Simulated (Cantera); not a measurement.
A perfectly stirred reactor is fed with 13.4 % CH₄, 4.94 % H₂, 17.2 % O₂, 64.5 % N₂, at 1800 Torr; it is adiabatic with a 475 K inlet, and is followed from long to short residence time, starting on the burning branch (τ in s: 0.12, 0.064, 0.034, 0.018, 0.0097, 0.0052, 0.0027, 0.0015, 0.00078, 0.00041, 0.00022, 0.00012, 6.2e-05).

Cantera simulation using GRI-Mech 3.0 (53 species, 325 reactions); the numbers are that mechanism's predictions, not measurements.

x: mole fraction; the columns are a selection and need not sum to one.

```csv
τ (s),T (K),x CH₄,x H₂,x O₂,x NO,x CH₃,x C₂H₆
0.12,1950,0.00265,0.114,0.000138,1.70e-5,0.000133,___
0.064,1955,0.00348,0.110,0.000241,1.54e-5,0.000192,___
0.034,1959,0.00441,0.106,0.000417,1.36e-5,0.000271,___
0.018,1961,0.00541,0.101,0.000712,1.18e-5,0.000376,___
0.0097,1962,0.00643,0.0964,0.00118,1.02e-5,0.000507,___
0.0052,1959,0.00754,0.0920,0.00195,8.53e-6,0.000676,___
0.0027,1950,0.00885,0.0879,0.00329,6.76e-6,0.000901,___
0.0015,1932,0.0104,0.0845,0.00532,5.03e-6,0.00115,___
0.00078,1893,0.0131,0.0807,0.00968,2.83e-6,0.00148,___
0.00041,475,0.134,0.0494,0.172,<1e-12,<1e-12,<1e-12
0.00022,475,0.134,0.0494,0.172,<1e-12,<1e-12,<1e-12
0.00012,475,0.134,0.0494,0.172,<1e-12,<1e-12,<1e-12
6.2e-5,475,0.134,0.0494,0.172,<1e-12,<1e-12,<1e-12
```

Complete the blanks.


- 0.12, x C₂H₆: 7.41e-7
- 0.064, x C₂H₆: 1.45e-6
- 0.034, x C₂H₆: 2.70e-6
- 0.018, x C₂H₆: 4.87e-6
- 0.0097, x C₂H₆: 8.48e-6
- 0.0052, x C₂H₆: 1.48e-5
- 0.0027, x C₂H₆: 2.69e-5
- 0.0015, x C₂H₆: 4.81e-5
- 0.00078, x C₂H₆: 0.000105
